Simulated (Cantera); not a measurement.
An adiabatic, constant-pressure homogeneous reactor starts with CH4 : C2H6 : O2 : N2 = 1 : 0.14 : 1.38 : 5.2 (molar parts), equivalence ratio 1.8, at 1373 K and 0.650 bar.

Cantera simulation using GRI-Mech 3.0 (53 species, 325 reactions); the numbers are that mechanism's predictions, not measurements.

x: mole fraction; the columns are a selection and need not sum to one.

```csv
t (s),T (K),x CH4,x C2H6,x O2,x C2H2,x OH
3.00e-6,1373,0.130,0.0181,0.179,<1e-12,…
1.08e-5,1373,0.130,0.0181,0.179,1.41e-12,…
3.87e-5,1373,0.130,0.0181,0.179,1.49e-10,…
0.000139,1372,0.129,0.0179,0.179,2.48e-8,…
0.000500,1382,0.126,0.0158,0.176,4.26e-6,…
0.00180,2513,6.33e-12,<1e-12,5.85e-5,<1e-12,…
0.00646,2503,2.14e-12,<1e-12,7.28e-5,<1e-12,0.00263
0.0232,2503,2.15e-12,<1e-12,7.25e-5,<1e-12,0.00262
0.0835,2502,2.16e-12,<1e-12,7.24e-5,<1e-12,0.00262
0.300,2502,2.16e-12,<1e-12,7.24e-5,<1e-12,0.00262
```

Question: Some entries are withheld; supply them.

Answer: 
- 3.00e-6, x OH: 3.77e-9
- 1.08e-5, x OH: 1.74e-8
- 3.87e-5, x OH: 9.30e-8
- 0.000139, x OH: 8.26e-7
- 0.000500, x OH: 3.74e-6
- 0.00180, x OH: 0.00238
